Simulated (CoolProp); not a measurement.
n-nonane along the isobar 1.01 bar: density (kg/m³) from the reference equation and from simpler models built on Tc = 594.5 K, pc = 22.82 bar, ω = 0.443; each cubic takes its own stable root.

The numbers come from the reference Helmholtz-energy equation of state, Lemmon 2006 in CoolProp. It is a short technical equation, of lower accuracy than the large ones.

```tsv
T (K)	phase	reference
257.4	liquid	746.2
272.9	liquid	734.0
288.5	liquid	721.7
304	liquid	709.5
319.6	liquid	697.1
335.1	liquid	684.7
350.6	liquid	672.2
366.2	liquid	659.3
```

Question: How far does each simpler model (van der Waals, Soave-Redlich-Kwong) lie from the reference over these 8 states: mean and median of the absolute difference, and the worst?

Answer: 
- van der Waals: mean 72.6 %, median 72.7 %, worst -99.3 % at 366.2 K and 1.01 bar
- Soave-Redlich-Kwong: mean 15.8 %, median 15.7 %, worst -17.2 % at 257.4 K and 1.01 bar

At some of these states van der Waals gives the other phase, because its saturation line lies elsewhere.
